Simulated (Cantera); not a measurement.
A Cantera script and what it prints.

```python
import numpy as np
import cantera as ct

gas_names = """
    H2O2 N2 NH3
""".split()
cond_names = """
    VO(s) VO(L) V2O4(I) V2O4(II) V2O4(L)
""".split()


def load(file, names, dense=False):
    # The tables refer to 1 bar. Condensed volumes are neglected.
    table = {s.name: s for s in ct.Species.list_from_file(file)}
    out = []
    for n in names:
        d = dict(table[n].input_data)
        d["thermo"] = dict(d["thermo"], **{"reference-pressure": 1e5})
        if dense:
            d["equation-of-state"] = {"model": "constant-volume", "density": "1e6 g/cm^3"}
        out.append(ct.Species.from_dict(d))
    return out


species = {s.name: s for s in load("nasa_gas.yaml", gas_names) + load("nasa_condensed.yaml", cond_names)}
# Each term lists the table entries of one substance; the one whose range holds T is used.
reactions = {
    '3 H2O2(g) + 6 VO + N2(g) = 2 NH3(g) + 3 V2O4':
        [(-3, ['H2O2']), (-6, ['VO(s)', 'VO(L)']), (-1, ['N2']), (2, ['NH3']), (3, ['V2O4(I)', 'V2O4(II)', 'V2O4(L)'])],
}


def pick(names, T):
    return next(species[n] for n in names if species[n].thermo.min_temp <= T <= species[n].thermo.max_temp)


results = []
for label, terms in reactions.items():
    print(label)
    print("     T/K   dH/kJ  dS/(J/K)   dG/kJ   log10 K")
    for T in [2623, 2673, 2723, 2773, 2823]:
        used = [(nu, pick(names, T)) for nu, names in terms]
        dH = sum(nu * s.thermo.h(T) for nu, s in used) / 1e6
        dS = sum(nu * s.thermo.s(T) for nu, s in used) / 1e3
        dG = dH - T * dS / 1e3
        logK = -dG * 1e6 / (ct.gas_constant * T * np.log(10))
        results.append((label, T, dH, dS, dG, logK, [s.name for _, s in used]))
        print(f"{T:8g} {dH:8.1f} {dS:8.1f} {dG:8.1f} {logK:8.2f}")
```

It prints:

```
3 H2O2(g) + 6 VO + N2(g) = 2 NH3(g) + 3 V2O4
     T/K   dH/kJ  dS/(J/K)   dG/kJ   log10 K
    2623  -1225.0   -262.8   -535.8    10.67
    2673  -1217.6   -259.9   -522.7    10.21
    2723  -1210.1   -257.2   -509.8     9.78
    2773  -1202.7   -254.5   -497.0     9.36
    2823  -1195.3   -251.9   -484.3     8.96
```

Source: NASA polynomial tables (part measured, part estimated), evaluated in Cantera. VO: taken at fixed stoichiometry. Condensed species are held in their standard states even where they would react or evaporate.
